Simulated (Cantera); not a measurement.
A closed system holds: 1 mol borazine, 0.74 mol H2O, 0.47 mol H2, equilibrated at 1502 °C and 1000 Pa.

These are equilibrium values from Cantera (NASA tables, ideal gas, pure condensed phases), not measurements of a reactor. Candidate condensed phases: B, BN, B2O3, B3O3H3, H2O; 39 gas species. The feed counts by its element totals alone. The numbers say what is thermodynamically allowed, not how fast it happens.

Base state: H2 0.830, N2 0.0661, HBO 0.0605, B2O2 0.0175, B2O3 0.0135, HBO2 0.00609, BO 0.00352, H 0.00264 (mole fractions); condensed: BN(s).

Problem. What changes in the equilibrium state with this change: temperature from 1502 °C to 850 °C?

Solution. 
| species | before | after |
|---|---|---|
| H2 | 0.830 | 0.944 |
| N2 | 0.0661 | 0.0551 |
| H2O | 0.000193 | 0.000714 |
| HBO | 0.0605 | 2.14e-6 |
| B2O2 | 0.0175 | <1e-9 |
| B2O3 | 0.0135 | 6.19e-8 |
| HBO2 | 0.00609 | 6.85e-5 |
| BO | 0.00352 | <1e-9 |
| H | 0.00264 | 4.14e-7 |
| BN(s), mol | 2.36 | 2.51 |
| B2O3(l), mol | 0 | 0.245 |
Mutual solubility and eutectic melting of coexisting phases are not modelled.

Problem. What changes in the equilibrium state with this change: H2O from 0.74 to 0.051 mol?

Solution. 
```json
[
 {"species": "H2", "before": "0.830", "after": "0.977"},
 {"species": "HBO", "before": "0.0605", "after": "0.0121"},
 {"species": "N2", "before": "0.0661", "after": "0.00708"},
 {"species": "B2O3", "before": "0.0135", "after": "2.81e-5"},
 {"species": "B2O2", "before": "0.0175", "after": "0.000602"},
 {"species": "HBO2", "before": "0.00609", "after": "7.42e-5"},
 {"species": "H2O", "before": "0.000193", "after": "1.37e-5"},
 {"species": "BN(s), mol", "before": "2.36", "after": "2.95"}
]
```
The tables' values for BH2 are old estimates; treat these amounts as uncertain.

Problem. What changes in the equilibrium state with this change: temperature from 1502 °C to 1250 °C?

Solution. 
```tsv
species	before	after
H2	0.830	0.926
N2	0.0661	0.0547
HBO2	0.00609	0.00716
HBO	0.0605	0.00714
B2O2	0.0175	0.000385
B2O3	0.0135	0.00345
BO	0.00352	4.32e-5
H	0.00264	0.000222
H2O	0.000193	0.000584
BN(s), mol	2.36	2.51
B2O3(l), mol	0	0.197
```
Mutual solubility and eutectic melting of coexisting phases are not modelled.
